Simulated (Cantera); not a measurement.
Feed: 1 mol TEOS, 3.4 mol N₂O, 140 mol N₂, at 723.15 K and 0.133 bar.

Method: chemical equilibrium by Gibbs-energy minimisation in Cantera with the NASA 1993 tables (ideal gas, pure condensed phases). Candidate condensed phases: C, C₆H₆, C₇H₈, C₈H₁₈, H₂O, Si, SiC, SiO₂, Si₂N₂O, Si₃N₄; 151 gas species. The feed counts by its element totals alone. Rates play no part.

Base state: N₂ 0.922, H₂ 0.0512, CO₂ 0.00934, H₂O 0.00932, CO 0.00671, CH₄ 0.00186, NH₃ 1.04e-5 (mole fractions); condensed: C(graphite) + SiO₂(α-quartz).

**Question.** What changes in the equilibrium state with this change: N₂O from 3.4 to 0.16 mol?

**Answer.** 
| species | before | after |
|---|---|---|
| N₂ | 0.922 | 0.930 |
| H₂ | 0.0512 | 0.0563 |
| H₂O | 0.00932 | 0.00546 |
| CO₂ | 0.00934 | 0.00265 |
| CO | 0.00671 | 0.00357 |
| CH₄ | 0.00186 | 0.00225 |
| NH₃ | 1.04e-5 | 1.20e-5 |
| C(graphite), mol | 5.21 | 6.72 |
| SiO₂(α-quartz), mol | 1.00 | 1.00 |

**Question.** What changes in the equilibrium state with this change: temperature from 723.15 K to 1298 K?

**Answer.** 
```csv
species,before,after
N₂,0.922,0.894
H₂,0.0512,0.0625
CO,0.00671,0.0432
HCN,2.40e-9,4.80e-5
CO₂,0.00934,1.32e-6
"C(graphite), mol",5.21,1.09
"SiO₂(α-quartz), mol",1.00,0
"Si₂N₂O(s), mol",0,0.500
```
